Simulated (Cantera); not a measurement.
A perfectly stirred reactor is fed with CH4 : C2H6 : O2 : N2 = 1 : 1.1 : 14.6 : 55 (molar parts), equivalence ratio 0.40, at 300 Torr; it is adiabatic with a 475 K inlet, and is followed from long to short residence time, starting on the burning branch (τ in s: 0.13, 0.034, 0.0092, 0.0025, 0.00067, 0.00018, 5e-05, 1.3e-05, 3.6e-06).

Cantera simulation using GRI-Mech 3.0 (53 species, 325 reactions); the numbers are that mechanism's predictions, not measurements.

One state of this run: T (K) = 1417; x CH4 = 2.79e-5; x C2H6 = 7.66e-6; x O2 = 0.121; x CO = 0.00136; x C2H4 = 9.94e-6. x: mole fraction; the columns are a selection and need not sum to one.

Problem. Which value of τ (s) does it belong to?
A. 0.00018
B. 1.3e-5
C. 0.034
D. 5.0e-5

Solution. C, 0.034
